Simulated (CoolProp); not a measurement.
Vapour-liquid equilibrium of ethane (1) + CHF3 (R23) (2) at 232.2 K; x and y are mole fractions of (1).

Values from CoolProp's multi-fluid Helmholtz-energy mixture model, Bücker 2006 and Penoncello 2003; pair parameters Bell 2016.

### Question
Give the bubble pressure and the first vapour's composition at x = 0.05, 0.15, 0.25. Is there an azeotrope?

### Answer
x = 0.05: 0.8335 MPa, y = 0.194; x = 0.15: 1.008 MPa, y = 0.362; x = 0.25: 1.085 MPa, y = 0.433. y crosses x between x = 0.45 and 0.55: the model has an azeotrope there.

The pair parameters rest on a limited set of measurements; away from them the model extrapolates. With so large a gap from Raoult's law the liquid may split in two, which this calculation doesn't test in full.
